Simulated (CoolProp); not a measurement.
Vapour pressure (kPa) of vinyl chloride: the reference equation beside estimates from Tc = 425.0 K, pc = 5600 kPa, ω = 0.160.

Values from CoolProp's reference Helmholtz-energy equation of state, Thol 2022.

| T (K) | reference | Redlich-Kwong | Soave-Redlich-Kwong |
|---|---|---|---|
| 213.9 | 9.771 | 13.85 | 9.772 |
| 222.5 | 16.62 | 23.40 | 16.52 |
| 231 | 26.82 | 37.46 | 26.56 |
| 239.5 | 41.60 | 57.50 | 41.12 |
| 248.1 | 62.55 | 85.46 | 61.80 |
| 256.6 | 90.73 | 122.4 | 89.70 |
| 265.1 | 128.0 | 170.5 | 126.7 |
| 273.7 | 176.8 | 232.3 | 175.4 |
| 282.2 | 238.1 | 308.5 | 236.8 |
| 290.7 | 314.2 | 401.6 | 313.4 |

Absolute difference from the reference over all 10 rows, mean and median: Redlich-Kwong 35.4 and 35.8 %, Soave-Redlich-Kwong 0.8 and 0.9 %.
